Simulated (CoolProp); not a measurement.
Properties of propylene at several states.

The numbers come from the reference Helmholtz-energy equation of state, Lemmon 2013 in CoolProp.

```tsv
T (°C)	p (MPa)	phase	cv (kJ/(kg K))	speed of sound (m/s)	isothermal compressibility (1/MPa)	conductivity (mW/(m K))
-110.95	0.325	liquid	1.344	1594	0.0008834	170
-4.15	4.19	liquid	1.462	946.5	0.003228	129
197.15	0.0564	gas	1.964	319.3	17.76	38.3
-82.95	11.3	liquid	1.346	1479	0.001064	164
```

Thermal conductivity comes from a separate model (Huber 2003), an estimate that may be off by 10 % or more.
